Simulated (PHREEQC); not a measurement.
Buffer: an equilibrium model

Dissolve 110 mmol/kgw HF and 1 mmol/kgw NaOH at 25 °C. Closed to the air; pH follows from the charge balance.

The numbers come from PHREEQC with the ion-association model, phreeqc.dat.

Precipitation was switched off in this run.

**Question.** Estimate the pH.

**Answer.** pH 2.04.

**Question.** In which forms is F present?

**Answer.** HF 87 %, F- 7.2 %, HF2- 5.3 % of the F.
